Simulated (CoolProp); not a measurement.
A simple Rankine cycle with R1132(E): condensing at 293.15 K, boiler at 4.22 MPa, turbine inlet 340.9 K, turbine efficiency 0.7, pump efficiency 0.8, no recuperator. Each further row changes one setting.

Model: reference Helmholtz-energy equation of state, Akasaka 2024, in CoolProp.

```
case                             thermal efficiency (%)  net work (kJ/kg)  heat in (kJ/kg)  turbine exit temperature (K)  volume ratio over the turbine
-------------------------------  ----------------------  ----------------  ---------------  ----------------------------  -----------------------------
as stated                                           7.0              15.2              217                         293.2                           3.33
turbine inlet 360.9 K                               7.7              20.0              260                         306.7                           2.98
condensing temperature 285.15 K                     8.2              19.0              231                         285.1                           4.19
boiler pressure 2.95 MPa                            5.5              14.0              254                         306.9                           2.05
turbine efficiency 0.6                              5.8              12.5              217                         293.2                           3.37
```

The expansion ends wet for: as stated; condensing temperature 285.15 K; turbine efficiency 0.6.
